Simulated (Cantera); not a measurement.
Input: 1 mol Zr, 1.1 mol NH3, 73 mol H2, 0.24 mol O2, held at 2650 K and 90000 Pa.

Method: chemical equilibrium by Gibbs-energy minimisation in Cantera with the NASA 1993 tables (ideal gas, pure condensed phases). Candidate condensed phases: H2O, Zr, ZrN, ZrO2; 28 gas species. Mutual solubility and eutectic melting of coexisting phases are not modelled. ZrN: taken at fixed stoichiometry. Condensed phases not in the tables: solid solutions among these carbides, nitrides and lower oxides. Rates play no part.

### Question
What is the equilibrium state?

### Answer
```json
{
 "x(H2)": "0.949",
 "x(H)": "0.0481",
 "x(N2)": "0.00218",
 "x(H2O)": "0.000262",
 "x(ZrO)": "0.000125",
 "x(OH)": "3.23e-6",
 "x(ZrO2)": "3.14e-6",
 "x(Zr)": "1.41e-6",
 "n(ZrN(s))": "0.765 mol",
 "n(ZrO2(s))": "0.225 mol",
 "gas_amount": "76.67 mol",
 "log10 activity of Zr(l) (absent)": "-1.02"
}
```
